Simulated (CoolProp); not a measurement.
Vapour-liquid equilibrium of C2F6 (R116) (1) + R134a (2) at 574 kPa; x and y are mole fractions of (1).

Model: multi-fluid Helmholtz-energy mixture model, Lemmon 2006 and Tillner-Roth 1994; pair parameters Bell 2016, in CoolProp.

| x | bubble temperature (K) | y at the bubble point | dew temperature at overall composition x (K) | liquid density (mol/L) |
|---|---|---|---|---|
| 0.05 | 278.4 | 0.379 | 291.5 | 12.28 |
| 0.15 | 258.6 | 0.713 | 287.9 | 12.48 |
| 0.25 | 249.2 | 0.816 | 284.0 | 12.34 |
| 0.35 | 244.8 | 0.856 | 279.7 | 12.06 |
| 0.45 | 242.5 | 0.876 | 275.0 | 11.73 |
| 0.55 | 241.0 | 0.889 | 269.6 | 11.39 |
| 0.65 | 239.8 | 0.901 | 263.3 | 11.06 |
| 0.75 | 238.5 | 0.917 | 255.6 | 10.76 |
| 0.85 | 237.1 | 0.940 | 245.5 | 10.50 |
| 0.95 | 235.6 | 0.975 | 236.6 | 10.29 |

No azeotrope shows between x = 0.05 and 0.95.

Pair parameters are fitted to limited data, so mixtures are less certain than the pure fluids. With so large a gap from Raoult's law the liquid may split in two, which this calculation doesn't test in full.
